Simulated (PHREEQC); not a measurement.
Dissolve 3 mmol/kgw CuSO4, 6 mmol/kgw ZnCl2, 70 mmol/kgw HCl and 0.12 mmol/kgw NaCl at 20 °C. Closed to the air; pH follows from the charge balance.

Model: ion-association model, wateq4f.dat, run in PHREEQC.

This is a speciation only: nothing precipitates in the calculation.

Question: Order these Zn species by the share of Zn that they hold, largest first: Zn+2, ZnSO4, ZnCl+, ZnCl2.

Answer: Zn+2 (91 %), ZnCl+ (6.5 %), ZnSO4 (2.6 %), ZnCl2 (0.32 %)

Question: Order these Cu species by the share of Cu that they hold, largest first: CuCl+, CuCl2, Cu+2, CuSO4.

Answer: Cu+2 (91 %), CuCl+ (6.4 %), CuSO4 (2.2 %), CuCl2 (0.15 %)

The pH is 1.25 and the ionic strength 0.0941 mol/kgw.
